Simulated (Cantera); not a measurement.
What does this Cantera script print?

```python
import numpy as np
import cantera as ct

gas = ct.Solution("gri30.yaml")
gas.TPX = 1798, 1000000, {'C3H8': 1, 'O2': 7.46, 'N2': 53}
reactor = ct.IdealGasConstPressureReactor(gas, energy="on", clone=False)
net = ct.ReactorNet([reactor])
net.rtol, net.atol = 1e-08, 1e-16
show = ['C3H8', 'O2', 'C2H', 'H2O', 'NO']
times = np.geomspace(2e-06, 0.3, 14)

steps = ct.SolutionArray(gas, extra=["t"])
rows = []
print(f"{'t/s':>10s}{'T/K':>9s}{'P/Pa':>11s}" + "".join(f"{s:>11s}" for s in show))
for t in times:
    while net.time < t:
        t_next = net.step()
        steps.append(gas.state, t=t_next)
    rows.append([np.interp(t, steps.t, y) for y in (steps.T, steps.P, *steps(*show).X.T)])
    print(f"{t:10.3e}{rows[-1][0]:9.1f}{rows[-1][1]:11.4g}" + "".join(f"{x:11.3e}" for x in rows[-1][2:]))
rate = np.gradient(steps.T, steps.t)
print("integrator steps:", len(steps.t))
if steps.T.max() > steps.T[0] + 200:
    print(f"time of steepest temperature rise: {steps.t[rate.argmax()]:.4e} s")
gas.TPX = 1798, 1000000, {'C3H8': 1, 'O2': 7.46, 'N2': 53}
gas.equilibrate("HP")
print(f"equilibrium (HP): T = {gas.T:.1f} K  " + "  ".join(f"{s} {gas[s].X[0]:.3e}" for s in show))
```

It prints:

```
       t/s      T/K       P/Pa       C3H8         O2        C2H        H2O         NO
 2.000e-06   1839.4      1e+06  1.868e-03  1.060e-01  7.135e-07  1.093e-02  3.400e-08
 5.003e-06   2281.6      1e+06  2.830e-31  4.819e-02  1.135e-14  5.078e-02  3.223e-05
 1.251e-05   2474.9      1e+06 -1.445e-42  4.215e-02  4.108e-21  5.583e-02  1.295e-04
 3.130e-05   2563.7      1e+06 -1.181e-41  4.010e-02  1.392e-22  5.924e-02  2.848e-04
 7.828e-05   2583.7      1e+06 -1.258e-41  3.941e-02  5.578e-23  6.001e-02  5.547e-04
 1.958e-04   2583.1      1e+06 -4.168e-47  3.910e-02  5.237e-23  6.005e-02  1.168e-03
 4.898e-04   2580.5      1e+06  3.074e-48  3.842e-02  5.025e-23  6.009e-02  2.553e-03
 1.225e-03   2575.4      1e+06  2.964e-48  3.713e-02  4.632e-23  6.017e-02  5.221e-03
 3.064e-03   2568.8      1e+06  2.830e-48  3.544e-02  4.160e-23  6.026e-02  8.687e-03
 7.664e-03   2565.1      1e+06  2.761e-48  3.452e-02  3.921e-23  6.031e-02  1.059e-02
 1.917e-02   2564.8      1e+06  2.755e-48  3.443e-02  3.898e-23  6.031e-02  1.077e-02
 4.795e-02   2564.8      1e+06  2.755e-48  3.443e-02  3.898e-23  6.031e-02  1.077e-02
 1.199e-01   2564.8      1e+06  2.755e-48  3.443e-02  3.898e-23  6.031e-02  1.077e-02
 3.000e-01   2564.8      1e+06  2.755e-48  3.443e-02  3.898e-23  6.031e-02  1.077e-02
integrator steps: 1591
time of steepest temperature rise: 2.9778e-06 s
equilibrium (HP): T = 2564.8 K  C3H8 4.683e-48  O2 3.443e-02  C2H 4.301e-23  H2O 6.031e-02  NO 1.077e-02
```

Computed with Cantera and GRI-Mech 3.0 (53 species, 325 reactions). GRI-Mech 3.0 was tuned for natural gas; its chemistry of propane as a main component is partial and can be far from experiment.
